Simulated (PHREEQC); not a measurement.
A made-up water analysis in mmol/kgw, 40 °C, pH 6.34, pe 2.9:

```
constituent           mmol/kgw
--------------------  --------
Na                        1.27
K                     0.000392
Ca                       0.454
Mg                       0.119
Cl                         1.5
S(6)                     0.187
Alkalinity (meq/kgw)       0.5
Zn                    0.000571
B                      0.00066
```

Valence states are taken as typed.

The numbers come from PHREEQC with the ion-association model, phreeqc.dat.

**Question.** The ionic strength comes out as 0.00310 mol/kgw. What activity coefficients do Na+, Ca+2, HCO3-, CaHCO3+, Mg+2 get?

**Answer.** Na+ 0.94, Ca+2 0.78, HCO3- 0.94, CaHCO3+ 0.94, Mg+2 0.79.

Precipitation was switched off in this run. Constants without temperature data keep their 25 °C values here.
